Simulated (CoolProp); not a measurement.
Vapour-liquid equilibrium of propane (1) + isobutane (2) at 1590 kPa; x and y are mole fractions of (1).

Model: multi-fluid Helmholtz-energy mixture model, Lemmon 2009 and Bücker 2006; pair parameters Kunz 2012, in CoolProp.

### Question
Give the bubble temperature and the first vapour's composition at x = 0.05, 0.65, 0.95. Is there an azeotrope?

### Answer
x = 0.05: 85.7 °C, y = 0.081; x = 0.65: 59.1 °C, y = 0.774; x = 0.95: 48.3 °C, y = 0.974. No azeotrope shows between x = 0.05 and 0.95.

Pair parameters are fitted to limited data, so mixtures are less certain than the pure fluids.
